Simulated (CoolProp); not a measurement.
Aqueous lithium chloride as a coolant, 18 % by mass, freezing at -34.9 °C, 1 atm.

The numbers come from the Melinder's fits for secondary coolants in CoolProp.

```csv
T (°C),Prandtl number,viscosity (mPa s),cp (kJ/(kg K)),density (kg/m³)
-25.2,56.7,9.04,3.089,1112
-20.9,45.8,7.33,3.111,1111
-16.5,37.4,6.02,___,1111
-12.2,31.2,5.04,3.158,1110
-7.9,26.4,4.28,3.180,1109
-3.6,22.6,3.69,3.203,1109
0.8,19.5,3.20,3.226,___
5.1,17.1,2.82,3.249,1107
9.4,15.1,2.50,3.272,1106
13.7,13.5,2.25,___,1105
18.1,12.1,2.02,___,1104
22.4,11.0,1.84,3.341,1102
26.7,9.99,1.68,3.363,1101
31,9.13,1.54,3.386,1100
```

Some entries are withheld; supply them.


- -16.5, cp (kJ/(kg K)): 3.135
- 0.8, density (kg/m³): 1108
- 13.7, cp (kJ/(kg K)): 3.295
- 18.1, cp (kJ/(kg K)): 3.318
